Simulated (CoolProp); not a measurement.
Computed with CoolProp (reference Helmholtz-energy equation of state, Lemmon 2006). It is a short technical equation, of lower accuracy than the large ones.

Q: For carbonyl sulfide, give the phase and the Z, cp (kJ/(kg K)), isothermal compressibility (1/MPa), fugacity coefficient at 386.9 K and 1.99 MPa; 386.9 K and 9.95 MPa; 386.9 K and 13.9 MPa.

A: 
- 386.9 K and 1.99 MPa: gas; Z 0.894, cp 0.863, isothermal compressibility 0.567, fugacity coefficient 0.903
- 386.9 K and 9.95 MPa: supercritical; Z 0.271, cp 2.21, isothermal compressibility 0.0413, fugacity coefficient 0.508
- 386.9 K and 13.9 MPa: supercritical; Z 0.342, cp 1.68, isothermal compressibility 0.0174, fugacity coefficient 0.403
